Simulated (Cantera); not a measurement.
What does this Cantera script print?

```python
import numpy as np
import cantera as ct

gas = ct.Solution("gri30.yaml")
gas.TPX = 325, 17000, {'CH4': 1, 'O2': 2, 'N2': 7.52}
flame = ct.FreeFlame(gas, width=0.14)
flame.set_refine_criteria(ratio=3, slope=0.08, curve=0.16)
flame.transport_model = "unity-Lewis-number"
flame.solve(loglevel=0, auto=True)
z, T = flame.grid, flame.T
thick = (T[-1] - T[0]) / np.gradient(T, z).max()
show = ['CH4', 'O2', 'C2H4', 'N2O', 'CO2', 'C2H2']
print(f"laminar burning velocity  {flame.velocity[0] * 100:.3f} cm/s")
print(f"burnt temperature         {T[-1]:.1f} K")
print(f"thermal thickness         {thick * 1e3:.4f} mm")
print(f"grid points               {len(z)}")
z0 = z[flame.heat_release_rate.argmax()]
print(f"{'z/mm':>9s}{'T/K':>9s}{'u/(m/s)':>9s}" + "".join(f"{s:>11s}" for s in show))
rows = []
for k in (-3, -2, -1.5, -1, -0.5, -0.25, 0, 0.25, 0.5, 1, 2, 4, 8):
    zz = z0 + k * thick
    rows.append([k * thick, np.interp(zz, z, T), np.interp(zz, z, flame.velocity),
                 *(np.interp(zz, z, flame.X[gas.species_index(s)]) for s in show)])
    print(f"{rows[-1][0] * 1e3:9.3f}{rows[-1][1]:9.1f}{rows[-1][2]:9.3f}" + "".join(f"{x:11.3e}" for x in rows[-1][3:]))
```

Output:

```
laminar burning velocity  44.879 cm/s
burnt temperature         2190.6 K
thermal thickness         2.2795 mm
grid points               143
     z/mm      T/K  u/(m/s)        CH4         O2       C2H4        N2O        CO2       C2H2
   -6.839    325.1    0.449  9.505e-02  1.901e-01  1.598e-08  4.106e-13  1.347e-06  2.080e-09
   -4.559    325.9    0.450  9.500e-02  1.900e-01  2.480e-07  6.376e-12  2.090e-05  3.229e-08
   -3.419    331.7    0.458  9.465e-02  1.895e-01  1.754e-06  4.509e-11  1.478e-04  2.283e-07
   -2.280    388.1    0.537  9.118e-02  1.844e-01  1.664e-05  4.277e-10  1.404e-03  2.168e-06
   -1.140    796.8    1.115  6.429e-02  1.450e-01  1.296e-04  3.384e-09  1.115e-02  1.725e-05
   -0.570   1219.1    1.730  3.347e-02  9.930e-02  2.354e-04  6.809e-09  2.252e-02  3.575e-05
    0.000   1621.7    2.338  5.440e-03  4.988e-02  1.143e-04  1.128e-08  3.665e-02  4.633e-05
    0.570   1739.5    2.515  1.581e-04  2.942e-02  2.436e-06  1.542e-08  4.856e-02  3.597e-06
    1.140   1766.7    2.551  2.558e-06  2.516e-02  1.869e-08  1.673e-08  5.546e-02  5.689e-08
    2.280   1803.2    2.597  3.794e-09  2.282e-02  1.217e-11  1.665e-08  6.073e-02  6.511e-11
    4.559   1854.2    2.659  6.520e-13  2.104e-02  8.830e-16  1.714e-08  6.324e-02  8.359e-15
    9.118   1921.6    2.741  2.553e-17  1.894e-02  1.051e-22  1.853e-08  6.547e-02  2.579e-21
   18.236   1997.6    2.833  1.252e-17  1.631e-02  4.676e-27  2.103e-08  6.864e-02  2.073e-22
```

Detailed kinetics in Cantera: GRI-Mech 3.0 (53 species, 325 reactions). Unity Lewis numbers drop preferential diffusion, which matters most where H2 and H carry the flame. Burning velocities carry a grid error of a few per cent, more on coarse grids.
